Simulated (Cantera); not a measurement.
A Cantera script and what it prints.

```python
import numpy as np
import cantera as ct

gas_names = """
    B BH BH2 BH3 BO BO2 B2 B2O B2O2 B2O3 B3O3H3 H HBO HBO2 HO2 H2 H2O H2O2 H3B3O6 O OH O2 O3
""".split()
cond_names = """
    B(b) B(L) B2O3(L) B3O3H3(cr) H2O(s) H2O(L)
""".split()


# ... load() reads the species with a 1 bar reference pressure and builds the phases ...
atoms = {
    'B2H6': {'B': 2, 'H': 6},
    'H2O': {'H': 2, 'O': 1},
    'H2': {'H': 2},
}
top_T = {}  # K; cautious upper limits of use, not melting points


# ... equilibrate(T, P, feed) seeds the gas with the atoms and calls Mixture.equilibrate('TP', solver="vcs", rtol=1e-11, max_steps=5000) ...
results = []
P = 133.322  # Pa
for T in [1248, 1298, 1348, 1398, 1448, 1498, 1548, 1598, 1648, 1698]:
    for m in [2, 3.2, 4.4, 5.6, 6.8, 8, 9.2, 10, 12, 13, 14, 15, 16]:
        feed = {'B2H6': 1, 'H2O': m, 'H2': 4.2}  # mol
        mix = equilibrate(T, P, feed)
        results.append((T, P, feed, dict(zip(mix.species_names, mix.species_moles))))

for T, P, feed, n in results:
    print(f"{T:7g} {feed['H2O']:10.4g}  " + (" + ".join(c for c in cond_names if n.get(c, 0) > 1e-12) or "gas only"))
```

Result:

```
   1248          2  B(b) + B2O3(L)
   1248        3.2  B2O3(L)
   1248        4.4  B2O3(L)
   1248        5.6  B2O3(L)
   1248        6.8  B2O3(L)
   1248          8  B2O3(L)
   1248        9.2  B2O3(L)
   1248         10  B2O3(L)
   1248         12  B2O3(L)
   1248         13  B2O3(L)
   1248         14  B2O3(L)
   1248         15  B2O3(L)
   1248         16  B2O3(L)
   1298          2  B(b) + B2O3(L)
   1298        3.2  B2O3(L)
   1298        4.4  B2O3(L)
   1298        5.6  B2O3(L)
   1298        6.8  B2O3(L)
   1298          8  B2O3(L)
   1298        9.2  B2O3(L)
   1298         10  B2O3(L)
   1298         12  B2O3(L)
   1298         13  B2O3(L)
   1298         14  B2O3(L)
   1298         15  B2O3(L)
   1298         16  B2O3(L)
   1348          2  B(b) + B2O3(L)
   1348        3.2  B2O3(L)
   1348        4.4  B2O3(L)
   1348        5.6  B2O3(L)
   1348        6.8  B2O3(L)
   1348          8  B2O3(L)
   1348        9.2  B2O3(L)
   1348         10  B2O3(L)
   1348         12  B2O3(L)
   1348         13  gas only
   1348         14  gas only
   1348         15  gas only
   1348         16  gas only
   1398          2  B(b) + B2O3(L)
   1398        3.2  B2O3(L)
   1398        4.4  B2O3(L)
   1398        5.6  B2O3(L)
   1398        6.8  B2O3(L)
   1398          8  gas only
   1398        9.2  gas only
   1398         10  gas only
   1398         12  gas only
   1398         13  gas only
   1398         14  gas only
   1398         15  gas only
   1398         16  gas only
   1448          2  B(b) + B2O3(L)
   1448        3.2  B2O3(L)
   1448        4.4  B2O3(L)
   1448        5.6  gas only
   1448        6.8  gas only
   1448          8  gas only
   1448        9.2  gas only
   1448         10  gas only
   1448         12  gas only
   1448         13  gas only
   1448         14  gas only
   1448         15  gas only
   1448         16  gas only
   1498          2  B(b)
   1498        3.2  B2O3(L)
   1498        4.4  gas only
   1498        5.6  gas only
   1498        6.8  gas only
   1498          8  gas only
   1498        9.2  gas only
   1498         10  gas only
   1498         12  gas only
   1498         13  gas only
   1498         14  gas only
   1498         15  gas only
   1498         16  gas only
   1548          2  B(b)
   1548        3.2  B2O3(L)
   1548        4.4  gas only
   1548        5.6  gas only
   1548        6.8  gas only
   1548          8  gas only
   1548        9.2  gas only
   1548         10  gas only
   1548         12  gas only
   1548         13  gas only
   1548         14  gas only
   1548         15  gas only
   1548         16  gas only
   1598          2  B(b)
   1598        3.2  gas only
   1598        4.4  gas only
   1598        5.6  gas only
   1598        6.8  gas only
   1598          8  gas only
   1598        9.2  gas only
   1598         10  gas only
   1598         12  gas only
   1598         13  gas only
   1598         14  gas only
   1598         15  gas only
   1598         16  gas only
   1648          2  B(b)
   1648        3.2  gas only
   1648        4.4  gas only
   1648        5.6  gas only
   1648        6.8  gas only
   1648          8  gas only
   1648        9.2  gas only
   1648         10  gas only
   1648         12  gas only
   1648         13  gas only
   1648         14  gas only
   1648         15  gas only
   1648         16  gas only
   1698          2  B(b)
   1698        3.2  gas only
   1698        4.4  gas only
   1698        5.6  gas only
   1698        6.8  gas only
   1698          8  gas only
   1698        9.2  gas only
   1698         10  gas only
   1698         12  gas only
   1698         13  gas only
   1698         14  gas only
   1698         15  gas only
   1698         16  gas only
```

Equilibrium computed with Cantera from the NASA thermochemical tables; the gas is ideal and each condensed phase is pure. The feed counts by its element totals alone. Mutual solubility and eutectic melting of coexisting phases are not modelled. Gases not in the tables: H3BO3.
